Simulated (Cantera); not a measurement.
# Premixed flame

A freely propagating, adiabatic, planar premixed flame of CH4 : O2 : N2 = 1 : 1.54 : 6.5 (molar parts), equivalence ratio 1.3, unburnt at 575 K and 0.290 bar; mixture-averaged transport, grid criteria slope 0.08 and curve 0.16, no radiation.

Cantera simulation using GRI-Mech 3.0 (53 species, 325 reactions); the numbers are that mechanism's predictions, not measurements. Burning velocities carry a grid error of a few per cent, more on coarse grids.

| z (mm) | T (K) | u (m/s) | x CH4 | x O2 | x CH2O | x CO | x H2O | x C2H4 |
|---|---|---|---|---|---|---|---|---|
| -3.63 | 575 | 1.04 | 0.110 | 0.170 | 1.07e-7 | 3.42e-6 | 3.78e-5 | 2.20e-8 |
| -2.42 | 578 | 1.05 | 0.110 | 0.169 | 2.72e-6 | 6.25e-5 | 0.000482 | 5.99e-7 |
| -1.82 | 590 | 1.08 | 0.108 | 0.168 | 1.66e-5 | 0.000338 | 0.00208 | 4.13e-6 |
| -1.21 | 672 | 1.24 | 0.101 | 0.161 | 0.000130 | 0.00276 | 0.0117 | 5.08e-5 |
| -0.606 | 1089 | 2.05 | 0.0689 | 0.125 | 0.000733 | 0.0205 | 0.0563 | 0.000543 |
| -0.303 | 1463 | 2.80 | 0.0369 | 0.0846 | 0.00101 | 0.0422 | 0.0970 | 0.00108 |
| 0 | 1790 | 3.46 | 0.00997 | 0.0415 | 0.000599 | 0.0641 | 0.135 | 0.000681 |
| 0.303 | 1943 | 3.76 | 0.00121 | 0.0161 | 0.000153 | 0.0704 | 0.155 | 7.73e-5 |
| 0.606 | 1983 | 3.83 | 9.13e-5 | 0.00652 | 1.82e-5 | 0.0667 | 0.161 | 2.45e-6 |
| 1.21 | 2000 | 3.85 | 4.54e-7 | 0.00246 | 1.32e-7 | 0.0600 | 0.161 | <1e-8 |
| 2.42 | 2013 | 3.87 | <1e-8 | 0.00177 | <1e-8 | 0.0568 | 0.160 | <1e-8 |
| 4.85 | 2031 | 3.90 | <1e-8 | 0.00146 | <1e-8 | 0.0564 | 0.161 | <1e-8 |
| 9.69 | 2055 | 3.94 | <1e-8 | 0.00108 | <1e-8 | 0.0565 | 0.163 | <1e-8 |
x: mole fraction of selected species; z is measured from the peak of heat release.

```
Property                    Result
------------------------  --------
laminar burning velocity  104 cm/s
thermal thickness          1.21 mm
peak x(CH2O)               0.00101
peak x(CO)                  0.0705
peak x(C2H4)               0.00112
grid points                    151
```
